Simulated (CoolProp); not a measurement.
Vapour-liquid equilibrium of R134a (1) + R123 (2) at 285.8 K; x and y are mole fractions of (1).

Values from CoolProp's multi-fluid Helmholtz-energy mixture model, Tillner-Roth 1994 and Younglove 1994; pair parameters Bell 2016.

| x | bubble pressure (MPa) | y at the bubble point | dew pressure at overall composition x (MPa) | liquid density (mol/L) |
|---|---|---|---|---|
| 0.05 | 0.08251 | 0.341 | 0.05919 | 9.881 |
| 0.2 | 0.1566 | 0.695 | [?] | 10.20 |
| 0.35 | 0.2224 | 0.815 | 0.08351 | [?] |
| 0.5 | 0.2798 | 0.878 | 0.1049 | [?] |
| 0.65 | 0.3314 | 0.920 | [?] | 11.27 |
| 0.8 | 0.3810 | 0.954 | [?] | 11.67 |
| 0.95 | [?] | 0.988 | 0.3753 | 12.11 |

**Question.** Fill in the missing entries.

**Answer.** 
- 0.2, dew pressure at overall composition x (MPa): 0.06930
- 0.35, liquid density (mol/L): 10.54
- 0.5, liquid density (mol/L): 10.89
- 0.65, dew pressure at overall composition x (MPa): 0.1408
- 0.8, dew pressure at overall composition x (MPa): 0.2114
- 0.95, bubble pressure (MPa): 0.4335

No azeotrope shows between x = 0.05 and 0.95.

Pair parameters are fitted to limited data, so mixtures are less certain than the pure fluids.
